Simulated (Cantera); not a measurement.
An isothermal, constant-pressure homogeneous reactor starts with NH₃ : N₂ = 1 : 0.12 (molar parts), at 1948 K and 90.0 Torr. Integrator tolerance rtol = 1e-08.

Model: the gas-phase N/H chemistry of the illustrative SiF4/NH3 mechanism in the Surface Chemkin manual (1991), integrated in Cantera. Walls and surfaces, which speed up NH3 decomposition in real reactors, are not modelled.

### Question
What does this change do: temperature 1948 to 1575 K?

### Answer
```json
[
 {"quantity": "x(NH₃) at 20.0 s", "before": "2.56e-5 (gas-phase equilibrium 8.40e-7)", "after": "0.524 (gas-phase equilibrium 1.90e-6)"},
 {"quantity": "x(N₂H₂) at 20.0 s", "before": "1.77e-12 (gas-phase equilibrium <1e-12)", "after": "4.31e-7 (gas-phase equilibrium <1e-12)"},
 {"quantity": "x(N₂H₄) at 20.0 s", "before": "<1e-12 (gas-phase equilibrium <1e-12)", "after": "2.58e-8 (gas-phase equilibrium <1e-12)"},
 {"quantity": "x(N) at 20.0 s", "before": "1.97e-8 (gas-phase equilibrium 6.49e-10)", "after": "1.06e-8 (gas-phase equilibrium <1e-12)"},
 {"quantity": "x(H₂) at 20.0 s", "before": "0.705 (gas-phase equilibrium 0.705)", "after": "0.293 (gas-phase equilibrium 0.707)"},
 {"quantity": "x(NH₂) at 20.0 s", "before": "2.85e-7 (gas-phase equilibrium 9.37e-9)", "after": "7.44e-5 (gas-phase equilibrium 6.39e-10)"},
 {"quantity": "x(N₂) at 20.0 s", "before": "0.292 (gas-phase equilibrium 0.292)", "after": "0.184 (gas-phase equilibrium 0.292)"}
]
```
